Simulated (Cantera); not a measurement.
An isothermal plug-flow reactor at 575 K and 100000 Pa (inlet), inlet velocity 0.58 m/s, active area per volume 260 1/m; feed 0.421 % H2, 1.73 % O2, 97.8 % N2, equivalence ratio 0.12.

Model: Deutschmann's 1995 Pt surface mechanism with GRI-Mech 3.0 gas chemistry, integrated in Cantera. Catalytic surfaces can have several steady states; this one follows from the mechanism file's or the stated starting coverage. Mass transfer to the wall is taken as infinitely fast.

One state of this run: x H2 = 0.000554; x O2 = 0.0155; x H2O = 0.00366; θ free Pt = 0.0571; θ O* = 0.935; θ OH* = 0.00786. x: gas mole fraction; θ: surface coverage.

Problem. Which value of z (m) does it belong to?
A) 9e-05
B) 0.009
C) 0.0012
D) 0.0047

Solution. C, 0.0012
